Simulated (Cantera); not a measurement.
Charge: 1 mol Pb, 0.2 mol CO₂, 110 mol H₂, held at 1477 °C and 0.000180 bar.

Cantera equilibrium calculation (NASA polynomials, part measured and part estimated; ideal gas, pure solids and liquids). Candidate condensed phases: C, C₆H₆, C₇H₈, C₈H₁₈, H₂O, Pb, PbO, PbO₂, Pb₃O₄; 113 gas species. The numbers say what is thermodynamically allowed, not how fast it happens.

Base state: H₂ 0.970, H 0.0171, Pb 0.00892, CO 0.00178, H₂O 0.00178 (mole fractions); condensed: gas only.

### Question
What changes in the equilibrium state with this change: temperature from 1477 °C to 1175 °C?

### Answer
```tsv
species	before	after
H₂	0.970	0.987
Pb	0.00892	0.00899
CO	0.00178	0.00180
H	0.0171	0.000682
H₂O	0.00178	0.00180
```
